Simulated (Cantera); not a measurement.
NF3 + H2 (abatement and gas-phase synthesis)

Feed: 1 mol NF3, a varied amount of H2, equilibrated at 2325 °C and 97500 Torr.

Equilibrium computed with Cantera from the NASA thermochemical tables; the gas is ideal and each condensed phase is pure. The ideal-gas law is rough above about 30 bar. The numbers say what is thermodynamically allowed, not how fast it happens.

```csv
n(H2) (mol),x HF,x H2,x F,x N2,x F2
0.33,0.193,7.30e-12,0.637,0.146,0.0236
0.49,0.285,2.12e-11,0.552,0.145,0.0177
0.7,0.404,6.72e-11,0.440,0.144,0.0112
1,0.574,3.39e-10,0.278,0.144,0.00449
1.5,0.856,0.000228,0.000506,0.143,1.48e-8
2.1,0.731,0.146,1.71e-5,0.122,1.69e-11
3.1,0.587,0.313,9.37e-6,0.0979,5.10e-12
4.5,0.461,0.460,6.06e-6,0.0768,2.13e-12
6.5,0.352,0.586,4.11e-6,0.0587,<1e-12
9.5,0.260,0.693,2.79e-6,0.0434,<1e-12
```
x: gas mole fraction; nothing condenses.

From 0.33 mol H2 to 9.5 mol H2 nothing is condensed.
